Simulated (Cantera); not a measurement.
Input (Python, Cantera) and output of one run.

```python
import numpy as np
import cantera as ct

gas_names = """
    O2 CO VO2 AL2O TiO NbO2
""".split()
cond_names = """
    C(gr) V(cr) V(L) AL(cr) AL(L) Ti(a) Ti(b) Ti(L) Nb(cr) Nb(L) Ti3O5(a) Ti3O5(b) Ti3O5(L) V2O5(s)
    V2O5(L)
""".split()


# ... load() reads the species with a 1 bar reference pressure and builds the phases ...
species = {s.name: s for s in load("nasa_gas.yaml", gas_names) + load("nasa_condensed.yaml", cond_names)}
# Each term lists the table entries of one substance; the one whose range holds T is used.
reactions = {
    '2 C + O2(g) = 2 CO(g)':
        [(-2, ['C(gr)']), (-1, ['O2']), (2, ['CO'])],
    'V + O2(g) = VO2(g)':
        [(-1, ['V(cr)', 'V(L)']), (-1, ['O2']), (1, ['VO2'])],
    '4 Al + O2(g) = 2 Al2O(g)':
        [(-4, ['AL(cr)', 'AL(L)']), (-1, ['O2']), (2, ['AL2O'])],
    '2 Ti + O2(g) = 2 TiO(g)':
        [(-2, ['Ti(a)', 'Ti(b)', 'Ti(L)']), (-1, ['O2']), (2, ['TiO'])],
    'Nb + O2(g) = NbO2(g)':
        [(-1, ['Nb(cr)', 'Nb(L)']), (-1, ['O2']), (1, ['NbO2'])],
    '1.2 Ti + O2(g) = 0.4 Ti3O5':
        [(-1.2, ['Ti(a)', 'Ti(b)', 'Ti(L)']), (-1, ['O2']), (0.4, ['Ti3O5(a)', 'Ti3O5(b)', 'Ti3O5(L)'])],
    '0.8 V + O2(g) = 0.4 V2O5':
        [(-0.8, ['V(cr)', 'V(L)']), (-1, ['O2']), (0.4, ['V2O5(s)', 'V2O5(L)'])],
}


def pick(names, T):
    return next(species[n] for n in names if species[n].thermo.min_temp <= T <= species[n].thermo.max_temp)


results = []
for label, terms in reactions.items():
    print(label)
    print("     T/K   dH/kJ  dS/(J/K)   dG/kJ   log10 K")
    for T in [2050, 2100, 2150, 2200, 2250, 2300, 2350, 2400, 2450, 2500]:
        used = [(nu, pick(names, T)) for nu, names in terms]
        dH = sum(nu * s.thermo.h(T) for nu, s in used) / 1e6
        dS = sum(nu * s.thermo.s(T) for nu, s in used) / 1e3
        dG = dH - T * dS / 1e3
        logK = -dG * 1e6 / (ct.gas_constant * T * np.log(10))
        results.append((label, T, dH, dS, dG, logK, [s.name for _, s in used]))
        print(f"{T:8g} {dH:8.1f} {dS:8.1f} {dG:8.1f} {logK:8.2f}")
```

Output:

```
2 C + O2(g) = 2 CO(g)
     T/K   dH/kJ  dS/(J/K)   dG/kJ   log10 K
    2050   -238.6    166.7   -580.5    14.79
    2100   -239.4    166.4   -588.8    14.65
    2150   -240.2    166.0   -597.1    14.51
    2200   -241.0    165.6   -605.4    14.37
    2250   -241.8    165.3   -613.7    14.25
    2300   -242.7    164.9   -621.9    14.12
    2350   -243.5    164.5   -630.1    14.01
    2400   -244.3    164.2   -638.4    13.89
    2450   -245.2    163.8   -646.6    13.78
    2500   -246.0    163.5   -654.8    13.68
V + O2(g) = VO2(g)
     T/K   dH/kJ  dS/(J/K)   dG/kJ   log10 K
    2050   -254.1     10.9   -276.5     7.04
    2100   -255.2     10.4   -277.0     6.89
    2150   -256.3      9.8   -277.5     6.74
    2200   -280.4     -1.2   -277.9     6.60
    2250   -281.8     -1.8   -277.8     6.45
    2300   -283.1     -2.4   -277.7     6.31
    2350   -284.5     -2.9   -277.6     6.17
    2400   -285.8     -3.5   -277.4     6.04
    2450   -287.2     -4.1   -277.2     5.91
    2500   -288.6     -4.6   -277.0     5.79
4 Al + O2(g) = 2 Al2O(g)
     T/K   dH/kJ  dS/(J/K)   dG/kJ   log10 K
    2050   -398.0     75.9   -553.7    14.11
    2100   -400.0     75.0   -557.5    13.87
    2150   -402.1     74.0   -561.2    13.63
    2200   -404.2     73.0   -564.9    13.41
    2250   -406.2     72.1   -568.5    13.20
    2300   -408.3     71.2   -572.1    12.99
    2350   -410.4     70.3   -575.6    12.79
    2400   -412.5     69.4   -579.1    12.60
    2450   -414.5     68.6   -582.6    12.42
    2500   -416.6     67.7   -586.0    12.24
2 Ti + O2(g) = 2 TiO(g)
     T/K   dH/kJ  dS/(J/K)   dG/kJ   log10 K
    2050     26.3    136.3   -253.0     6.45
    2100     23.6    135.0   -259.8     6.46
    2150     20.9    133.7   -266.5     6.47
    2200     18.2    132.4   -273.2     6.49
    2250     15.5    131.2   -279.8     6.49
    2300     12.8    130.0   -286.3     6.50
    2350     10.1    128.9   -292.8     6.51
    2400      7.4    127.7   -299.2     6.51
    2450      4.7    126.6   -305.5     6.51
    2500      2.0    125.5   -311.8     6.52
Nb + O2(g) = NbO2(g)
     T/K   dH/kJ  dS/(J/K)   dG/kJ   log10 K
    2050   -215.5     15.6   -247.4     6.30
    2100   -216.2     15.3   -248.2     6.17
    2150   -216.9     14.9   -249.0     6.05
    2200   -217.7     14.5   -249.7     5.93
    2250   -218.5     14.2   -250.4     5.81
    2300   -219.3     13.8   -251.1     5.70
    2350   -220.2     13.5   -251.8     5.60
    2400   -221.1     13.1   -252.5     5.49
    2450   -222.0     12.7   -253.1     5.40
    2500   -223.0     12.3   -253.7     5.30
1.2 Ti + O2(g) = 0.4 Ti3O5
     T/K   dH/kJ  dS/(J/K)   dG/kJ   log10 K
    2050   -978.3   -169.9   -630.0    16.05
    2100   -909.0   -136.1   -623.1    15.50
    2150   -908.4   -135.8   -616.3    14.97
    2200   -907.7   -135.5   -609.6    14.47
    2250   -907.1   -135.2   -602.8    13.99
    2300   -906.5   -135.0   -596.0    13.54
    2350   -905.9   -134.7   -589.3    13.10
    2400   -905.3   -134.5   -582.6    12.68
    2450   -904.6   -134.2   -575.8    12.28
    2500   -904.0   -134.0   -569.1    11.89
0.8 V + O2(g) = 0.4 V2O5
     T/K   dH/kJ  dS/(J/K)   dG/kJ   log10 K
    2050   -573.5   -126.0   -315.2     8.03
    2100   -573.3   -125.9   -308.9     7.68
    2150   -573.1   -125.8   -302.6     7.35
    2200   -591.2   -134.1   -296.3     7.03
    2250   -591.2   -134.0   -289.6     6.72
    2300   -591.1   -134.0   -282.8     6.42
    2350   -591.1   -134.0   -276.1     6.14
    2400   -591.0   -134.0   -269.4     5.86
    2450   -591.0   -134.0   -262.7     5.60
    2500   -591.0   -134.0   -256.0     5.35
```

Cantera with NASA thermochemical tables; ideal gases at 1 bar, condensed phases pure. Condensed species are held in their standard states even where they would react or evaporate.
